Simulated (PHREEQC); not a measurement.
## Alkaline etch or developer

Make-up at 25 °C: 0.0053 mol/kgw NH3, 4.2e-05 mol/kgw Na2SiO3 and 0.00019 mol/kgw K3PO4. Closed to the air; pH follows from the charge balance.

Model: ion-association model, phreeqc.dat, run in PHREEQC.

Each row changes one thing in this solution. This is a speciation only: nothing precipitates in the calculation.

```csv
case,pH,ionic strength (mol/kgw),NH3 (mol/kgw),NH4+ (mol/kgw),H3SiO4- (mol/kgw),H4SiO4 (mol/kgw),SI of Quartz (SiO2)
as made,10.63,0.00107,0.00508,0.000216,3.63e-5,5.55e-6,-1.28
temperature from 25 to 50 °C,9.91,0.00107,0.00508,0.000223,3.04e-5,1.15e-5,-1.30
K3PO4 left out,10.51,0.000366,0.00502,0.000282,3.47e-5,7.20e-6,-1.16
diluted 5-fold with water,10.19,0.000280,0.000950,0.000110,5.86e-6,2.53e-6,-1.62
K3PO4 replaced by KH2PO4 at the same molality,10.37,0.000852,0.00492,0.000384,3.27e-5,9.24e-6,-1.05
NH3 from 0.0053 to 0.00795 mol/kgw,10.69,0.00114,0.00766,0.000285,3.69e-5,4.91e-6,-1.33
```

Species that the database lacks are ignored. At this temperature some constants are extrapolated from 25 °C, and those without enthalpy data are left unchanged.
